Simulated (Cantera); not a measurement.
Charge: 1 mol CS₂, a varied amount of H₂, held at 2177 °C and 14000 Pa.

Equilibrium computed with Cantera from the NASA thermochemical tables; the gas is ideal and each condensed phase is pure. Candidate condensed phases: C, C₆H₆, C₇H₈, C₈H₁₈, S; 83 gas species. The numbers say what is thermodynamically allowed, not how fast it happens.

x: gas mole fraction; nothing condenses.

```csv
n(H₂) (mol),x H₂,x CS,x CS₂,x S₂,x S,x H,x SH,x H₂S
0.083,0.0432,0.443,0.253,0.193,0.0415,0.0112,0.0147,0.00154
0.25,0.128,0.402,0.215,0.168,0.0388,0.0192,0.0237,0.00429
0.43,0.205,0.367,0.184,0.149,0.0364,0.0243,0.0281,0.00641
0.6,0.264,0.340,0.162,0.134,0.0346,0.0276,0.0303,0.00786
0.77,?,0.316,?,?,0.0330,0.0301,0.0316,?
0.94,0.358,0.296,0.129,0.112,0.0316,0.0321,0.0322,0.00973
1.1,?,0.279,?,0.104,0.0304,0.0337,0.0325,0.0103
1.3,0.431,0.261,0.105,0.0949,0.0291,0.0353,0.0326,0.0108
1.5,0.464,0.245,0.0944,0.0875,0.0280,0.0366,0.0325,0.0112
1.6,0.479,0.238,0.0899,0.0842,0.0274,0.0372,0.0324,0.0113
1.8,0.506,0.225,0.0818,0.0782,0.0264,0.0382,0.0321,0.0115
2,0.530,0.213,0.0749,0.0729,0.0255,0.0391,0.0317,0.0117
2.1,0.541,0.208,0.0719,0.0705,0.0251,0.0395,0.0315,0.0117
```

### Question
Fill in the missing entries.

### Answer

- 0.77, x H₂: 0.314
- 0.77, x CS₂: 0.144
- 0.77, x S₂: 0.122
- 0.77, x H₂S: 0.00893
- 1.1, x H₂: 0.393
- 1.1, x CS₂: 0.117
